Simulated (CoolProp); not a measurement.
R22 along the isobar 137 bar: density (kg/m³) from the reference equation and from simpler models built on Tc = 369.3 K, pc = 49.90 bar, ω = 0.221; each cubic takes its own stable root.

Values from CoolProp's reference Helmholtz-energy equation of state, Kamei 1995.

| T (K) | phase | reference | Soave-Redlich-Kwong | Peng-Robinson |
|---|---|---|---|---|
| 147.8 | liquid | 1651 | 1468 | 1645 |
| 174.3 | liquid | 1585 | 1426 | 1600 |
| 200.8 | liquid | 1518 | 1379 | 1549 |
| 227.4 | liquid | 1451 | 1325 | 1490 |
| 253.9 | liquid | 1380 | 1264 | 1423 |
| 280.4 | liquid | 1305 | 1194 | 1345 |
| 307 | liquid | 1224 | 1114 | 1255 |
| 333.5 | liquid | 1135 | 1023 | 1148 |
| 360 | liquid | 1033 | 915.7 | 1022 |
| 386.6 | supercritical | 910.3 | 791.6 | 874.4 |
